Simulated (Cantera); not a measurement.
Input (Python, Cantera) and output of one run.

```python
import numpy as np
import cantera as ct

gas_names = """
    Br Br2 H HBr H2 Si SiBr SiBr2 SiBr3 SiBr4 SiH SiHBr3 SiH2 SiH2Br2 SiH3 SiH3Br SiH4 Si2 Si3
""".split()
cond_names = """
    Br2(cr) Br2(L) Si(cr) Si(L)
""".split()


# ... load() reads the species with a 1 bar reference pressure and builds the phases ...
atoms = {
    'Si': {'Si': 1},
    'HBr': {'H': 1, 'Br': 1},
}
top_T = {}  # K; cautious upper limits of use, not melting points


# ... equilibrate(T, P, feed) seeds the gas with the atoms and calls Mixture.equilibrate('TP', solver="vcs", rtol=1e-11, max_steps=5000) ...
results = []
T = 498.15  # K
P = 1333.22  # Pa
for m in [2.4, 3.1, 4, 5.1, 6.6, 8.4, 11, 14, 18, 23, 29]:
    feed = {'Si': 1, 'HBr': m}  # mol
    mix = equilibrate(T, P, feed)
    results.append((T, P, feed, dict(zip(mix.species_names, mix.species_moles))))
    x = sorted(zip(gas.X, gas.species_names), reverse=True)
    print(f"T = {T:g} K  P = {P:g} Pa  n(HBr) = {m:g} mol  gas = {mix.phase_moles(0):.4g} mol")
    print("   x: " + "  ".join(f"{s} {v:.3e}" for v, s in x if v > 0.0001))
    print("   condensed (mol): " + ("  ".join(f"{mix.phase(i).name} {mix.phase_moles(i):.4g}"
          for i in range(1, mix.n_phases) if mix.phase_moles(i) > 1e-12) or "none"))
```

Result:

```
T = 498.15 K  P = 1333.22 Pa  n(HBr) = 2.4 mol  gas = 1.797 mol
   x: H2 6.646e-01  SiBr4 3.294e-01  SiHBr3 5.903e-03
   condensed (mol): Si(cr) 0.3973
T = 498.15 K  P = 1333.22 Pa  n(HBr) = 3.1 mol  gas = 2.322 mol
   x: H2 6.646e-01  SiBr4 3.294e-01  SiHBr3 5.903e-03
   condensed (mol): Si(cr) 0.2215
T = 498.15 K  P = 1333.22 Pa  n(HBr) = 4 mol  gas = 3 mol
   x: H2 6.663e-01  SiBr4 3.329e-01  HBr 3.960e-04  SiHBr3 3.955e-04
   condensed (mol): none
T = 498.15 K  P = 1333.22 Pa  n(HBr) = 5.1 mol  gas = 4.1 mol
   x: H2 4.878e-01  HBr 2.683e-01  SiBr4 2.439e-01
   condensed (mol): none
T = 498.15 K  P = 1333.22 Pa  n(HBr) = 6.6 mol  gas = 5.6 mol
   x: HBr 4.643e-01  H2 3.571e-01  SiBr4 1.786e-01
   condensed (mol): none
T = 498.15 K  P = 1333.22 Pa  n(HBr) = 8.4 mol  gas = 7.4 mol
   x: HBr 5.946e-01  H2 2.703e-01  SiBr4 1.351e-01
   condensed (mol): none
T = 498.15 K  P = 1333.22 Pa  n(HBr) = 11 mol  gas = 10 mol
   x: HBr 7.000e-01  H2 2.000e-01  SiBr4 1.000e-01
   condensed (mol): none
T = 498.15 K  P = 1333.22 Pa  n(HBr) = 14 mol  gas = 13 mol
   x: HBr 7.692e-01  H2 1.538e-01  SiBr4 7.692e-02
   condensed (mol): none
T = 498.15 K  P = 1333.22 Pa  n(HBr) = 18 mol  gas = 17 mol
   x: HBr 8.235e-01  H2 1.176e-01  SiBr4 5.882e-02
   condensed (mol): none
T = 498.15 K  P = 1333.22 Pa  n(HBr) = 23 mol  gas = 22 mol
   x: HBr 8.636e-01  H2 9.091e-02  SiBr4 4.545e-02
   condensed (mol): none
T = 498.15 K  P = 1333.22 Pa  n(HBr) = 29 mol  gas = 28 mol
   x: HBr 8.929e-01  H2 7.143e-02  SiBr4 3.571e-02
   condensed (mol): none
```

Equilibrium computed with Cantera from the NASA thermochemical tables; the gas is ideal and each condensed phase is pure.
